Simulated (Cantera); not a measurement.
A perfectly stirred reactor is fed with CH4 : O2 : N2 = 1 : 2.82 : 10.6 (molar parts), equivalence ratio 0.71, at 1800000 Pa; it is adiabatic with a 323 K inlet, and is followed from long to short residence time, starting on the burning branch (τ in s: 0.081, 0.03, 0.011, 0.0039, 0.0014, 0.00053, 0.00019, 7e-05, 2.5e-05).

Computed with Cantera and GRI-Mech 3.0 (53 species, 325 reactions). The pressure lies above the range GRI-Mech 3.0 was tuned for (to about 10 atm).

**Question.** What does this change do: N2 10.6 to 14 parts?

**Answer.** 
| quantity | before | after |
|---|---|---|
| blow-out, bracketed by the residence times tried | burning at 0.190 ms, out at 70.0 µs | burning at 1.40 ms, out at 0.530 ms |
| x(CH4) at τ = 81.0 ms | 2.72e-6 | 1.31e-5 |
| x(O2) at τ = 81.0 ms | 0.0568 | 0.0461 |
| x(O) at τ = 81.0 ms | 1.55e-5 | 2.18e-6 |
| x(C2H4) at τ = 81.0 ms | 3.93e-10 | 2.95e-8 |
| x(CH2) at τ = 81.0 ms | 5.09e-9 | 4.77e-9 |
| x(CH4) at τ = 1.40 ms | 8.35e-5 | 0.00108 |
| x(O2) at τ = 1.40 ms | 0.0575 | 0.0530 |
| x(O) at τ = 1.40 ms | 5.05e-5 | 9.92e-6 |
| x(C2H4) at τ = 1.40 ms | 2.58e-7 | 4.08e-5 |
| x(CH2) at τ = 1.40 ms | 2.60e-7 | 8.14e-8 |

**Question.** What does this change do: pressure from 1800000 Pa to 100000 Pa?

**Answer.** 
```tsv
quantity	before	after
blow-out, bracketed by the residence times tried	burning at 0.190 ms, out at 70.0 µs	burning at 0.190 ms, out at 70.0 µs
x(CH4) at τ = 81.0 ms	2.72e-6	1.02e-5
x(O2) at τ = 81.0 ms	0.0568	0.0567
x(O) at τ = 81.0 ms	1.55e-5	0.000205
x(C2H4) at τ = 81.0 ms	3.93e-10	1.37e-9
x(CH2) at τ = 81.0 ms	5.09e-9	8.06e-8
x(CH4) at τ = 1.40 ms	8.35e-5	0.000154
x(O2) at τ = 1.40 ms	0.0575	0.0596
x(O) at τ = 1.40 ms	5.05e-5	0.00197
x(C2H4) at τ = 1.40 ms	2.58e-7	4.78e-8
x(CH2) at τ = 1.40 ms	2.60e-7	1.50e-6
```
